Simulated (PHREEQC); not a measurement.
A made-up water analysis in mmol/kgw, 55 °C, pH 5.78, pe -1.5:

```json
[
 {"constituent": "Na", "mmol/kgw": "0.0406"},
 {"constituent": "K", "mmol/kgw": "0.000511"},
 {"constituent": "Ca", "mmol/kgw": "0.0215"},
 {"constituent": "Mg", "mmol/kgw": "0.00834"},
 {"constituent": "Cl", "mmol/kgw": "0.0373"},
 {"constituent": "S(6)", "mmol/kgw": "0.0208"},
 {"constituent": "Alkalinity (meq/kgw)", "mmol/kgw": "0.0221"},
 {"constituent": "B", "mmol/kgw": "1.36e-05"},
 {"constituent": "Sr", "mmol/kgw": "0.000342"},
 {"constituent": "N(-3)", "mmol/kgw": "0.000212"},
 {"constituent": "Ba", "mmol/kgw": "2.82e-05"},
 {"constituent": "Li", "mmol/kgw": "3.24e-05"},
 {"constituent": "Si", "mmol/kgw": "1.24e-05"}
]
```

Valence states are taken as typed.

Equilibrium calculation in PHREEQC: ion-association model, phreeqc.dat.

ionic strength: 0.000153 mol/kgw
charge-balance error: 0.4 %

```csv
species,molality,activity,log γ
CO2,7.50e-5,7.50e-5,0.000
Na+,4.06e-5,4.00e-5,-0.007
Cl-,3.73e-5,3.67e-5,-0.007
HCO3-,2.37e-5,2.34e-5,-0.007
Ca+2,2.14e-5,2.01e-5,-0.026
SO4-2,2.06e-5,1.94e-5,-0.026
Mg+2,8.27e-6,7.78e-6,-0.026
H+,1.68e-6,1.66e-6,-0.006
K+,5.11e-7,5.03e-7,-0.007
Sr+2,3.40e-7,3.20e-7,-0.026
NH4+,2.12e-7,2.08e-7,-0.007
CaSO4,8.54e-8,8.54e-8,0.000
MgSO4,7.15e-8,7.15e-8,0.000
OH-,4.48e-8,4.41e-8,-0.007
Li+,3.24e-8,3.19e-8,-0.007
Ba+2,2.79e-8,2.63e-8,-0.026
```

Precipitation was switched off in this run. Away from 25 °C the constants follow the database's enthalpies or fits; those with neither stay at their 25 °C values.
